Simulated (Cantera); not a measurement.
Charge: 1 mol (CH₃)₂SiCl₂, 0.19 mol C₃H₈, 26 mol H₂, equilibrated at 2673 K and 10.0 mbar.

Cantera equilibrium calculation (NASA polynomials, part measured and part estimated; ideal gas, pure solids and liquids). Candidate condensed phases: C, C₆H₆, C₇H₈, C₈H₁₈, Si, SiC; 109 gas species. The feed counts by its element totals alone. The tables' values for SiCl are old estimates; treat these amounts as uncertain. Gases not in the tables: Si₂H₆ and higher silanes. Rates play no part.

Base state: H₂ 0.536, H 0.375, HCl 0.0338, Si 0.0174, Cl 0.0165, C₂H₂ (acetylene) 0.0115, SiC₂ 0.00715, C₂H 0.000811 (mole fractions); condensed: C(graphite).

What changes in the equilibrium state with this change: pressure from 10.0 mbar to 0.133 bar?


```json
[
 {"species": "H₂", "before": "0.536", "after": "0.774"},
 {"species": "H", "before": "0.375", "after": "0.124"},
 {"species": "HCl", "before": "0.0338", "after": "0.0512"},
 {"species": "Cl", "before": "0.0165", "after": "0.00569"},
 {"species": "C₂H₂ (acetylene)", "before": "0.0115", "after": "0.0166"},
 {"species": "Si", "before": "0.0174", "after": "0.0167"},
 {"species": "SiCl₂", "before": "3.00e-5", "after": "0.000613"},
 {"species": "SiH₂", "before": "1.07e-5", "after": "0.000199"},
 {"species": "C₂", "before": "5.84e-5", "after": "4.38e-6"},
 {"species": "C₃", "before": "0.000613", "after": "4.60e-5"},
 {"species": "C", "before": "0.000154", "after": "1.15e-5"},
 {"species": "C(graphite), mol", "before": "0.925", "after": "0.886"}
]
```
